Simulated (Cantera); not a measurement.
**Premixed flame**

A freely propagating, adiabatic, planar premixed flame of H2 : O2 : N2 : H2O = 1 : 0.649 : 2.44 : 0.064 (molar parts), equivalence ratio 0.77, unburnt at 350 K and 750 Torr; mixture-averaged transport, grid criteria slope 0.08 and curve 0.16, no radiation.

Detailed kinetics in Cantera: the H2/O2 subset of GRI-Mech 3.0, which has no nitrogen chemistry. Burning velocities carry a grid error of a few per cent, more on coarse grids.

| z (mm) | T (K) | u (m/s) | x H2 | x O2 | x OH | x HO2 | x H2O2 | x H |
|---|---|---|---|---|---|---|---|---|
| -1.05 | 350 | 1.92 | 0.241 | 0.156 | <1e-8 | <1e-8 | <1e-8 | <1e-8 |
| -0.701 | 350 | 1.92 | 0.241 | 0.156 | <1e-8 | <1e-8 | <1e-8 | <1e-8 |
| -0.526 | 350 | 1.92 | 0.240 | 0.156 | <1e-8 | 3.09e-8 | <1e-8 | <1e-8 |
| -0.351 | 351 | 1.92 | 0.238 | 0.157 | <1e-8 | 7.06e-7 | 1.33e-7 | <1e-8 |
| -0.175 | 390 | 2.08 | 0.218 | 0.160 | 1.06e-5 | 0.000130 | 2.21e-5 | 2.06e-6 |
| -0.0877 | 671 | 3.46 | 0.173 | 0.155 | 0.000772 | 0.000368 | 8.40e-5 | 0.00140 |
| 0 | 1092 | 5.49 | 0.107 | 0.125 | 0.00190 | 0.000145 | 1.94e-5 | 0.0109 |
| 0.0877 | 1392 | 6.94 | 0.0509 | 0.0836 | 0.00561 | 7.36e-5 | 5.49e-6 | 0.0204 |
| 0.175 | 1561 | 7.75 | 0.0271 | 0.0612 | 0.00905 | 4.54e-5 | 3.06e-6 | 0.0210 |
| 0.351 | 1728 | 8.53 | 0.0179 | 0.0510 | 0.0116 | 2.86e-5 | 1.46e-6 | 0.0147 |
| 0.701 | 1874 | 9.18 | 0.0133 | 0.0471 | 0.0119 | 1.79e-5 | 7.41e-7 | 0.00785 |
| 1.40 | 1985 | 9.66 | 0.00832 | 0.0446 | 0.0105 | 1.01e-5 | 4.34e-7 | 0.00333 |
| 2.80 | 2057 | 9.96 | 0.00429 | 0.0434 | 0.00803 | 5.32e-6 | 2.76e-7 | 0.00113 |
x: mole fraction of selected species; z is measured from the peak of heat release.

```json
{
 "laminar_burning_velocity": "192 cm/s",
 "thermal_thickness": "0.351 mm",
 "peak x(OH)": "0.0120",
 "peak x(HO2)": "0.000460",
 "peak x(H2O2)": "8.66e-5",
 "peak x(H)": "0.0216"
}
```
